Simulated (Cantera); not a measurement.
A Cantera script and its output.

```python
import numpy as np
import cantera as ct

gas = ct.Solution("gri30.yaml")
gas.TPX = 1748, 2666, {'C2H6': 1, 'N2': 170}
reactor = ct.IdealGasConstPressureReactor(gas, energy="off", clone=False)
net = ct.ReactorNet([reactor])
net.rtol, net.atol = 1e-08, 1e-18
show = ['C2H6', 'C2H2', 'C2H4', 'HCN', 'CH4', 'CH2', 'H2']
times = np.geomspace(1e-05, 4, 12)

steps = ct.SolutionArray(gas, extra=["t"])
rows = []
print(f"{'t/s':>10s}{'T/K':>9s}{'P/Pa':>11s}" + "".join(f"{s:>11s}" for s in show))
for t in times:
    while net.time < t:
        t_next = net.step()
        steps.append(gas.state, t=t_next)
    rows.append([np.interp(t, steps.t, y) for y in (steps.T, steps.P, *steps(*show).X.T)])
    print(f"{t:10.3e}{rows[-1][0]:9.1f}{rows[-1][1]:11.4g}" + "".join(f"{x:11.3e}" for x in rows[-1][2:]))
rate = np.gradient(steps.T, steps.t)
print("integrator steps:", len(steps.t))
if steps.T.max() > steps.T[0] + 200:
    print(f"time of steepest temperature rise: {steps.t[rate.argmax()]:.4e} s")
gas.TPX = 1748, 2666, {'C2H6': 1, 'N2': 170}
gas.equilibrate("TP")
print(f"equilibrium (TP): T = {gas.T:.1f} K  " + "  ".join(f"{s} {gas[s].X[0]:.3e}" for s in show))
```

It prints:

```
       t/s      T/K       P/Pa       C2H6       C2H2       C2H4        HCN        CH4        CH2         H2
 1.000e-05   1748.0       2666  5.738e-03  7.349e-12  6.468e-08  3.487e-14  1.561e-07  1.983e-09  2.274e-08
 3.231e-05   1748.0       2666  5.499e-03  4.070e-10  1.167e-06  1.301e-12  1.605e-06  6.681e-08  4.328e-07
 1.044e-04   1748.0       2666  4.772e-03  5.055e-08  3.291e-05  7.044e-10  1.587e-05  1.981e-06  1.887e-05
 3.372e-04   1748.0       2666  2.580e-03  3.909e-05  8.386e-04  1.125e-06  1.341e-04  2.373e-05  7.296e-04
 1.089e-03   1748.0       2666  1.165e-04  1.805e-03  2.177e-03  2.211e-05  5.650e-04  3.405e-05  5.200e-03
 3.519e-03   1748.0       2666  1.538e-06  4.657e-03  5.591e-04  5.097e-05  5.484e-04  1.109e-05  9.421e-03
 1.137e-02   1748.0       2666  2.054e-07  5.425e-03  5.336e-05  6.584e-05  3.590e-04  3.467e-06  1.065e-02
 3.672e-02   1748.0       2666  4.452e-08  5.579e-03  7.495e-06  7.560e-05  2.343e-04  1.210e-06  1.103e-02
 1.186e-01   1748.0       2666  1.050e-08  5.644e-03  1.771e-06  8.335e-05  1.484e-04  4.496e-07  1.123e-02
 3.833e-01   1748.0       2666  2.431e-09  5.684e-03  4.590e-07  9.078e-05  8.374e-05  1.835e-07  1.136e-02
 1.238e+00   1748.0       2666  4.254e-10  5.708e-03  1.290e-07  1.000e-04  3.557e-05  7.652e-08  1.144e-02
 4.000e+00   1748.0       2666  2.914e-11  5.718e-03  6.386e-08  1.116e-04  8.591e-06  2.223e-08  1.148e-02
integrator steps: 1093
equilibrium (TP): T = 1748.0 K  C2H6 1.843e-15  C2H2 3.409e-04  C2H4 3.512e-09  HCN 1.088e-02  CH4 5.205e-08  CH2 1.961e-10  H2 1.148e-02
```

Computed with Cantera and GRI-Mech 3.0 (53 species, 325 reactions). GRI-Mech 3.0 stops at C3 and has no aromatics, soot or wall deposition, so with more carbon than oxygen in the feed, carbon stays in small species such as C2H2 where larger ones or solid carbon would form. Radical loss at walls, strong at low pressure, is not modelled.
